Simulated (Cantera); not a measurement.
An isothermal, constant-pressure homogeneous reactor starts with CH4 : H2O = 1 : 1 (molar parts), at 1675 K and 1000000 Pa. Integrator tolerance rtol = 1e-08.

Computed with Cantera and GRI-Mech 3.0 (53 species, 325 reactions).

Task: What does this change do: H2O 1 to 6.9 parts?

Result: 
| quantity | before | after |
|---|---|---|
| x(CH4) at 10.0 s | 0.0284 (gas-phase equilibrium 0.00272) | 2.82e-7 (gas-phase equilibrium 3.00e-7) |
| x(H2O) at 10.0 s | 0.0283 (gas-phase equilibrium 0.00249) | 0.562 (gas-phase equilibrium 0.562) |
| x(OH) at 10.0 s | 6.01e-8 (gas-phase equilibrium 5.15e-9) | 1.73e-6 (gas-phase equilibrium 1.73e-6) |
| x(H) at 10.0 s | 3.11e-5 (gas-phase equilibrium 3.19e-5) | 2.15e-5 (gas-phase equilibrium 2.15e-5) |
| x(H2) at 10.0 s | 0.708 (gas-phase equilibrium 0.746) | 0.337 (gas-phase equilibrium 0.337) |
| x(CH2CO) at 10.0 s | 6.41e-7 (gas-phase equilibrium 5.97e-8) | 3.70e-12 (gas-phase equilibrium 3.94e-12) |

Task: What does this change do: CH4 1 to 7.3 parts?

Result: 
```tsv
quantity	before	after
x(CH4) at 10.0 s	0.0284 (gas-phase equilibrium 0.00272)	0.215 (gas-phase equilibrium 0.215)
x(H2O) at 10.0 s	0.0283 (gas-phase equilibrium 0.00249)	4.42e-6 (gas-phase equilibrium 4.49e-6)
x(OH) at 10.0 s	6.01e-8 (gas-phase equilibrium 5.15e-9)	1.04e-11 (gas-phase equilibrium 1.05e-11)
x(H) at 10.0 s	3.11e-5 (gas-phase equilibrium 3.19e-5)	2.82e-5 (gas-phase equilibrium 2.82e-5)
x(H2) at 10.0 s	0.708 (gas-phase equilibrium 0.746)	0.580 (gas-phase equilibrium 0.580)
x(CH2CO) at 10.0 s	6.41e-7 (gas-phase equilibrium 5.97e-8)	1.83e-6 (gas-phase equilibrium 1.84e-6)
```
GRI-Mech 3.0 stops at C3 and has no aromatics, soot or wall deposition, so with more carbon than oxygen in the feed, carbon stays in small species such as C2H2 where larger ones or solid carbon would form.

Task: What does this change do: temperature 1675 to 2123 K?

Result: 
```json
[
 {"quantity": "x(CH4) at 10.0 s", "before": "0.0284 (gas-phase equilibrium 0.00272)", "after": "0.000410 (gas-phase equilibrium 0.000428)"},
 {"quantity": "x(H2O) at 10.0 s", "before": "0.0283 (gas-phase equilibrium 0.00249)", "after": "0.000527 (gas-phase equilibrium 0.000556)"},
 {"quantity": "x(OH) at 10.0 s", "before": "6.01e-8 (gas-phase equilibrium 5.15e-9)", "after": "8.60e-8 (gas-phase equilibrium 9.06e-8)"},
 {"quantity": "x(H) at 10.0 s", "before": "3.11e-5 (gas-phase equilibrium 3.19e-5)", "after": "0.000989 (gas-phase equilibrium 0.000989)"},
 {"quantity": "x(H2) at 10.0 s", "before": "0.708 (gas-phase equilibrium 0.746)", "after": "0.748 (gas-phase equilibrium 0.748)"},
 {"quantity": "x(CH2CO) at 10.0 s", "before": "6.41e-7 (gas-phase equilibrium 5.97e-8)", "after": "8.71e-8 (gas-phase equilibrium 9.10e-8)"}
]
```
